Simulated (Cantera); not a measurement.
What does this Cantera script print?

```python
import numpy as np
import cantera as ct

gas = ct.Solution("gri30.yaml")
gas.TPX = 500, 420000, {'CH4': 1, 'H2': 0.056, 'O2': 2.5, 'N2': 9.41, 'H2O': 2.5}
flame = ct.FreeFlame(gas, width=0.015)
flame.set_refine_criteria(ratio=3, slope=0.08, curve=0.16)
flame.transport_model = "mixture-averaged"
flame.solve(loglevel=0, auto=True)
z, T = flame.grid, flame.T
thick = (T[-1] - T[0]) / np.gradient(T, z).max()
show = ['CH4', 'H2', 'O2', 'CH2', 'HCN', 'N2O']
print(f"laminar burning velocity  {flame.velocity[0] * 100:.3f} cm/s")
print(f"burnt temperature         {T[-1]:.1f} K")
print(f"thermal thickness         {thick * 1e3:.4f} mm")
print(f"grid points               {len(z)}")
z0 = z[flame.heat_release_rate.argmax()]
print(f"{'z/mm':>9s}{'T/K':>9s}{'u/(m/s)':>9s}" + "".join(f"{s:>11s}" for s in show))
rows = []
for k in (-3, -2, -1.5, -1, -0.5, -0.25, 0, 0.25, 0.5, 1, 2, 4, 8):
    zz = z0 + k * thick
    rows.append([k * thick, np.interp(zz, z, T), np.interp(zz, z, flame.velocity),
                 *(np.interp(zz, z, flame.X[gas.species_index(s)]) for s in show)])
    print(f"{rows[-1][0] * 1e3:9.3f}{rows[-1][1]:9.1f}{rows[-1][2]:9.3f}" + "".join(f"{x:11.3e}" for x in rows[-1][3:]))
```

Output:

```
laminar burning velocity  15.845 cm/s
burnt temperature         1885.6 K
thermal thickness         0.3383 mm
grid points               131
     z/mm      T/K  u/(m/s)        CH4         H2         O2        CH2        HCN        N2O
   -1.015    501.9    0.159  6.452e-02  3.758e-03  1.615e-01  1.326e-20  5.212e-11  8.277e-11
   -0.677    513.5    0.163  6.380e-02  3.919e-03  1.607e-01  7.644e-18  5.666e-10  9.240e-10
   -0.507    544.6    0.173  6.203e-02  4.079e-03  1.584e-01  2.865e-16  2.492e-09  4.148e-09
   -0.338    667.7    0.213  5.544e-02  4.327e-03  1.488e-01  5.871e-14  1.375e-08  2.387e-08
   -0.169   1049.7    0.336  3.498e-02  4.651e-03  1.148e-01  4.746e-10  6.807e-08  1.275e-07
   -0.085   1366.7    0.438  1.734e-02  4.792e-03  8.286e-02  1.127e-07  1.297e-07  2.531e-07
    0.000   1678.3    0.536  2.090e-03  4.010e-03  4.884e-02  5.462e-06  2.101e-07  4.478e-07
    0.085   1801.5    0.573  1.989e-05  2.054e-03  3.585e-02  3.136e-07  9.998e-08  6.757e-07
    0.169   1844.2    0.585  1.583e-07  1.166e-03  3.290e-02  2.891e-09  2.987e-08  7.577e-07
    0.338   1872.0    0.593  1.106e-10  4.732e-04  3.145e-02  2.036e-12  5.100e-09  6.366e-07
    0.677   1883.2    0.596  1.183e-13  1.629e-04  3.104e-02  8.212e-15  5.365e-10  3.388e-07
    1.353   1885.5    0.597  3.163e-14  9.928e-05  3.099e-02  1.689e-15  3.319e-11  2.018e-07
    2.707   1885.6    0.597  1.083e-14  9.499e-05  3.099e-02  5.606e-16  2.390e-12  1.892e-07
```

Computed with Cantera and GRI-Mech 3.0 (53 species, 325 reactions). Burning velocities carry a grid error of a few per cent, more on coarse grids.
